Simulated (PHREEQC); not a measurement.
0.21 g of hydrous ferric oxide (600 m²/g; 0.2 weak and 0.005 strong sites per Fe, Dzombak-Morel constants, diffuse double layer) in 1 kg of water with 0.1 mol/kgw of an inert sodium salt and 0.00074 mmol/kgw BaCl2, at 25 °C; the pH is set by adding NaOH or the inert anion's acid. O2 is buffered at 0.21 atm. No CO2 enters from the air. No solid was allowed to form.

Base run: PHREEQC, ion-association model, wateq4f.dat. Each further column changes one thing. The table gives surface charge σ (C/m²).

```json
[
 {"pH": "3", "base": "0.363", "background salt from 0.1 to 0.01 mol/kgw": "0.325", "oxide from 0.21 to 1.1 g/kgw": "0.363", "0.00048 mol/kgw CuSO4 added": "(withheld)"},
 {"pH": "4.5", "base": "0.273", "background salt from 0.1 to 0.01 mol/kgw": "0.160", "oxide from 0.21 to 1.1 g/kgw": "0.273", "0.00048 mol/kgw CuSO4 added": "0.113"},
 {"pH": "5.5", "base": "0.159", "background salt from 0.1 to 0.01 mol/kgw": "0.077", "oxide from 0.21 to 1.1 g/kgw": "0.159", "0.00048 mol/kgw CuSO4 added": "0.111"},
 {"pH": "7", "base": "0.045", "background salt from 0.1 to 0.01 mol/kgw": "0.017", "oxide from 0.21 to 1.1 g/kgw": "0.045", "0.00048 mol/kgw CuSO4 added": "0.146"},
 {"pH": "8.5", "base": "-0.014", "background salt from 0.1 to 0.01 mol/kgw": "(withheld)", "oxide from 0.21 to 1.1 g/kgw": "-0.014", "0.00048 mol/kgw CuSO4 added": "0.068"},
 {"pH": "9.5", "base": "-0.060", "background salt from 0.1 to 0.01 mol/kgw": "(withheld)", "oxide from 0.21 to 1.1 g/kgw": "-0.060", "0.00048 mol/kgw CuSO4 added": "0.013"},
 {"pH": "11", "base": "-0.189", "background salt from 0.1 to 0.01 mol/kgw": "-0.099", "oxide from 0.21 to 1.1 g/kgw": "-0.190", "0.00048 mol/kgw CuSO4 added": "(withheld)"}
]
```

**Question.** Complete the blanks.

**Answer.** 
- 3, 0.00048 mol/kgw CuSO4 added: 0.120
- 8.5, background salt from 0.1 to 0.01 mol/kgw: -0.005
- 9.5, background salt from 0.1 to 0.01 mol/kgw: -0.024
- 11, 0.00048 mol/kgw CuSO4 added: -0.059

The oxide is taken as insoluble; below pH 4 it would dissolve. In at least one series the solution becomes supersaturated in solids that the run did not let form, among them Cu(OH)2, Brochantite, Antlerite. The database's constant for dissolved Cu(OH)2 is higher than later reviews accept.
